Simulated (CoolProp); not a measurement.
Ethylene along the isotherm -82.05 °C: density (kg/m³) from the reference equation and from simpler models built on Tc = 9.2 °C, pc = 50.42 bar, ω = 0.087; each cubic takes its own stable root.

Model: reference Helmholtz-energy equation of state, Smukala 2000, in CoolProp.

```csv
p (bar),phase,reference
31.5,liquid,539.3
63,liquid,543.4
94.5,liquid,547.2
126,liquid,550.8
158,liquid,554.3
189,liquid,557.5
221,liquid,560.7
252,liquid,563.6
```

Task: How far does each simpler model (Redlich-Kwong, Soave-Redlich-Kwong, Peng-Robinson) lie from the reference over these 8 states: mean and median of the absolute difference, and the worst?

Result: 
- Redlich-Kwong: mean 3.4 %, median 3.3 %, worst -4.3 % at -82.05 °C and 31.5 bar
- Soave-Redlich-Kwong: mean 3.0 %, median 2.9 %, worst -3.8 % at -82.05 °C and 31.5 bar
- Peng-Robinson: mean 9.2 %, median 9.2 %, worst +9.4 % at -82.05 °C and 252 bar
